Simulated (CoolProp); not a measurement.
Vapour-liquid equilibrium of benzene (1) + o-xylene (2) at 134.45 °C; x and y are mole fractions of (1).

Model: multi-fluid Helmholtz-energy mixture model, Thol 2012 and Zhou 2012; pair parameters Bell 2016, in CoolProp.

Task: Give the bubble pressure and the first vapour's composition at x = 0.05, 0.2, 0.35. Is there an azeotrope?

Result: x = 0.05: 0.09106 MPa, y = 0.189; x = 0.2: 0.1427 MPa, y = 0.562; x = 0.35: 0.2015 MPa, y = 0.747. No azeotrope shows between x = 0.05 and 0.95.

Pair parameters are fitted to limited data, so mixtures are less certain than the pure fluids. The gap from Raoult's law changes sign with composition, which may be real or a fault of the pair parameters; it wasn't checked against measurements.
